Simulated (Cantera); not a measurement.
Cantera with NASA thermochemical tables; ideal gases at 1 bar, condensed phases pure. Values are per mole of reaction as written; species without (g) are pure solids or liquids, kept so even where they would boil at 1 bar.

2 N(g) + ZrO2(g) → Zr + 2 NO(g), with ΔH° = -476.6 kJ and ΔS° = -120.0 J/K at 300 K.

How far is the shortcut ΔG° ≈ ΔH°(300 K) − T·ΔS°(300 K) from the full temperature-dependent value at 1300, 1450, 1600, 1750, 1900, 2050, 2200 K?


```json
[
 {"T (K)": "1300", "shortcut (kJ)": "-320.6", "full (kJ)": "-317.6", "difference (kJ)": "-3.0", "difference in log10 K": "0.12", "condensed phases": "Zr(β)"},
 {"T (K)": "1450", "shortcut (kJ)": "-302.6", "full (kJ)": "-299.5", "difference (kJ)": "-3.2", "difference in log10 K": "0.11", "condensed phases": "Zr(β)"},
 {"T (K)": "1600", "shortcut (kJ)": "-284.6", "full (kJ)": "-281.4", "difference (kJ)": "-3.3", "difference in log10 K": "0.11", "condensed phases": "Zr(β)"},
 {"T (K)": "1750", "shortcut (kJ)": "-266.6", "full (kJ)": "-263.3", "difference (kJ)": "-3.3", "difference in log10 K": "0.10", "condensed phases": "Zr(β)"},
 {"T (K)": "1900", "shortcut (kJ)": "-248.6", "full (kJ)": "-245.3", "difference (kJ)": "-3.3", "difference in log10 K": "0.09", "condensed phases": "Zr(β)"},
 {"T (K)": "2050", "shortcut (kJ)": "-230.6", "full (kJ)": "-227.5", "difference (kJ)": "-3.2", "difference in log10 K": "0.08", "condensed phases": "Zr(β)"},
 {"T (K)": "2200", "shortcut (kJ)": "-212.6", "full (kJ)": "-210.4", "difference (kJ)": "-2.2", "difference in log10 K": "0.05", "condensed phases": "Zr(l)"}
]
```
The shortcut ignores heat capacities and the phase changes listed.
